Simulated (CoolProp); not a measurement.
Properties of carbon dioxide along the isotherm 37.45 °C (Tc = 31.0 °C, pc = 7377 kPa, ω = 0.224).

Model: reference Helmholtz-energy equation of state, Span 1996, in CoolProp.

| p (kPa) | phase | Z | viscosity (µPa s) | conductivity (mW/(m K)) |
|---|---|---|---|---|
| 58.3 | gas | 0.9975 | 15.5 | 17.6 |
| 104 | gas | 0.9955 | 15.5 | 17.6 |
| 184 | gas | 0.9920 | 15.5 | 17.6 |
| 328 | gas | 0.9857 | 15.5 | [?] |
| 583 | gas | 0.9743 | 15.6 | 17.9 |
| 1040 | gas | 0.9535 | 15.6 | [?] |
| 1840 | gas | 0.9156 | 15.8 | 18.7 |
| 3280 | gas | 0.8414 | 16.1 | 20.2 |
| 5830 | gas | 0.6780 | 17.6 | [?] |
| 10400 | supercritical | 0.2552 | 55.6 | 76.0 |
| 18400 | supercritical | 0.3741 | 79.0 | 94.1 |

Q: What belongs in the gaps?

A: 
- 328, conductivity (mW/(m K)): 17.7
- 1040, conductivity (mW/(m K)): 18.2
- 5830, conductivity (mW/(m K)): 25.9

Viscosity comes from a separate model (Laesecke 2017). Thermal conductivity comes from a separate model (Huber 2016).
